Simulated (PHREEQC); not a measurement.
PHREEQC input (ion-association model, wateq4f.dat):

```
SOLUTION_MASTER_SPECIES
  An  An-  0  An  62.0  # stands for a non-complexing anion
SOLUTION_SPECIES
  An- = An-
    -log_k 0
    -gamma 3.0 0
PHASES
  Fix_H+
    H+ = H+
    -log_k 0
SOLUTION 1
  temp 25
  units mmol/kgw
  pH 7 charge
  S(6) 0.0743
  Na 100.011
  Zn 0.069
  An 100
END
SELECTED_OUTPUT 1
  -reset false
  -pH true
  -pe true
  -ionic_strength true
  -water true
  -totals Na S Zn S(-2) S(6)
  -molalities Hfo_wOH Hfo_wOH2+ Hfo_wO- Hfo_sOH Hfo_sOH2+ Hfo_sO- Hfo_sOZn+ Hfo_wOZn+ Hfo_wSO4- Hfo_wOHSO4-2
  -saturation_indices Zn(OH)2-e Zn4(OH)6SO4 Mirabilite Goslarite
USER_PUNCH 1
  -headings sigma psi
  10 PUNCH EDL("sigma", "Hfo"), EDL("psi", "Hfo")
PRINT
  -reset false
USE solution 1
SURFACE 1
  Hfo_wOH 0.000988764 600 0.44
  Hfo_sOH 2.47191e-05
EQUILIBRIUM_PHASES 1
  Fix_H+ -3 HAn 10
    -force_equality true
  O2(g) -0.68 10
END
# ... the last block is repeated for the other 12 points of pH, with NaOH or the acid as the point needs
```

Selected output (columns that matter, 13 of 13 rows; pH added in front):

```
pH	mu	Na	S	Zn	m_Hfo_wOH	m_Hfo_wOH2+	m_Hfo_wO-	m_Hfo_sOH	si_Zn(OH)2-e	si_Zn4(OH)6SO4	si_Mirabilite	si_Goslarite	sigma	psi
3	0.10186	0.10001	1.091e-06	6.9e-05	1.2895e-05	0.00090265	4.2202e-09	3.4815e-07	-10.064	-35.137	-7.5995	-9.0958	0.31133	0.14463
3.67	0.10088	0.10001	1.2369e-06	6.8993e-05	5.2172e-05	0.00086346	7.2217e-08	1.408e-06	-8.7227	-31.044	-7.53	-9.0259	0.29452	0.14205
4.33	0.10062	0.10001	2.0427e-06	6.8866e-05	0.0001543	0.00076149	7.1625e-07	4.1399e-06	-7.4032	-26.864	-7.3088	-8.8053	0.25158	0.13409
5	0.10048	0.10001	5.5019e-06	6.6925e-05	0.00031542	0.00060066	3.7945e-06	7.7935e-06	-6.0755	-22.463	-6.8776	-8.3865	0.18632	0.11892
5.67	0.10036	0.10001	1.8337e-05	5.4902e-05	0.00048857	0.00043044	1.2704e-05	6.1381e-06	-4.8216	-18.264	-6.3542	-7.9494	0.12513	0.099087
6.33	0.10026	0.10001	4.4607e-05	3.6805e-05	0.00063861	0.00027697	3.3732e-05	1.5369e-06	-3.6759	-14.614	-5.9677	-7.7372	0.081124	0.078252
7	0.10015	0.10001	6.6617e-05	1.0344e-05	0.00071327	0.00016062	7.2562e-05	5.1837e-07	-2.8894	-12.634	-5.793	-8.116	0.048318	0.055456
7.67	0.10017	0.10009	7.3382e-05	9.4673e-07	0.00072444	0.00010478	0.00011474	4.1793e-07	-2.601	-12.778	-5.7503	-9.1256	0.020583	0.027195
8.33	0.10021	0.10016	7.4221e-05	8.2105e-08	0.00071445	7.6357e-05	0.00015314	4.0447e-07	-2.4552	-13.51	-5.7449	-10.295	-0.002948	-0.0040744
9	0.10025	0.10024	7.4293e-05	2.538e-08	0.00068938	5.4381e-05	0.0002002	3.898e-07	-2.3072	-14.258	-5.7439	-11.487	-0.028123	-0.035907
9.67	0.10035	0.10038	7.4299e-05	3.1988e-08	0.000638	3.4327e-05	0.00027165	3.608e-07	-2.1075	-14.799	-5.743	-12.627	-0.061584	-0.065711
10.33	0.10063	0.10072	7.4299e-05	6.4317e-08	0.00054397	1.7732e-05	0.0003823	3.0784e-07	-1.8209	-14.973	-5.7408	-13.661	-0.10813	-0.091879
11	0.10174	0.10193	7.4299e-05	2.2528e-07	0.00039482	6.5794e-06	0.00054276	2.2421e-07	-1.3919	-14.6	-5.7335	-14.574	-0.17095	-0.11428
```

The oxide is taken as insoluble; below pH 4 it would dissolve.
